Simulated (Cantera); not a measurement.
Cantera run:

```python
import numpy as np
import cantera as ct

gas_names = """
    H HO2 H2 H2O H2O2 H2S H2SO4 O OH O2 O3 S SH SO SO2 SO3 S2 S2O S8
""".split()
cond_names = """
    H2O(s) H2O(L) H2SO4(L) S(cr1) S(cr2) S(L)
""".split()


# ... load() reads the species with a 1 bar reference pressure and builds the phases ...
atoms = {
    'H2O': {'H': 2, 'O': 1},
    'H2': {'H': 2},
    'SO2': {'S': 1, 'O': 2},
}
top_T = {}  # K; cautious upper limits of use, not melting points


# ... equilibrate(T, P, feed) seeds the gas with the atoms and calls Mixture.equilibrate('TP', solver="vcs", rtol=1e-11, max_steps=5000) ...
results = []
feed = {'H2O': 1, 'H2': 0.1, 'SO2': 0.99}  # mol
T = 2875  # K
P = 540000  # Pa
mix = equilibrate(T, P, feed)
results.append((T, P, feed, dict(zip(mix.species_names, mix.species_moles))))
print(gas.report(threshold=0.0001))
for i in range(1, mix.n_phases):
    print(f"{mix.phase(i).name:16s} {mix.phase_moles(i):12.5e} mol")
```

It prints:

```
       temperature   2875 K
          pressure   5.4e+05 Pa
           density   0.84664 kg/m^3
  mean mol. weight   37.478 kg/kmol
   phase of matter   gas

                          1 kg             1 kmol
                     ---------------   ---------------
          enthalpy       -2.6081e+06       -9.7749e+07  J
   internal energy        -3.246e+06       -1.2165e+08  J
           entropy            8246.8        3.0907e+05  J/K
    Gibbs function       -2.6318e+07       -9.8634e+08  J
 heat capacity c_p            1457.2             54614  J/K
 heat capacity c_v            1235.4             46299  J/K

                      mass frac. Y      mole frac. X     chem. pot. / RT
                     ---------------   ---------------   ---------------
                 H        0.00024895         0.0092562           -11.098
                H2          0.002223          0.041325           -22.197
               H2O           0.21318           0.44349           -38.427
               H2S        0.00016508        0.00018157           -39.463
                 O          0.001774         0.0041557            -16.23
                OH           0.01353          0.029815           -27.329
                O2          0.015194          0.017797            -32.46
                 S         0.0010646         0.0012445           -17.266
                SH        0.00082276        0.00093249           -28.365
                SO           0.06158          0.048022           -33.497
               SO2           0.68926           0.40326           -49.727
               SO3        0.00027872        0.00013048           -65.957
                S2        0.00047958        0.00028032           -34.533
     [   +6 minor]        0.00020388        0.00010647

S(L)              0.00000e+00 mol
```

Method: chemical equilibrium by Gibbs-energy minimisation in Cantera with the NASA 1993 tables (ideal gas, pure condensed phases).
